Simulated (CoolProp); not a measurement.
The fluid at 298.15 K and 0.0202 MPa expands adiabatically to 0.00136 MPa with isentropic efficiency 0.7. The same conditions are run with several fluids, on thermodynamics alone (safety and materials aside).

Computed with CoolProp (reference Helmholtz-energy equation of state of each fluid (c-C4F8 (RC318): Platzer 1990; nitrogen: Span 2000; propane: Lemmon 2009; R404A: Lemmon 2003)). The equations of Platzer and Polt are older, rougher fits. Blends and air are pseudo-pure fits.

| fluid | work (kJ/kg) | final temperature (K) | final density (kg/m³) |
|---|---|---|---|
| c-C4F8 (RC318) | 21.7 | 269.2 | 0.122 |
| nitrogen | 117 | 186.0 | 0.0246 |
| propane | 90.2 | 239.1 | 0.0302 |
| R404A | 41.7 | 246.6 | 0.0648 |
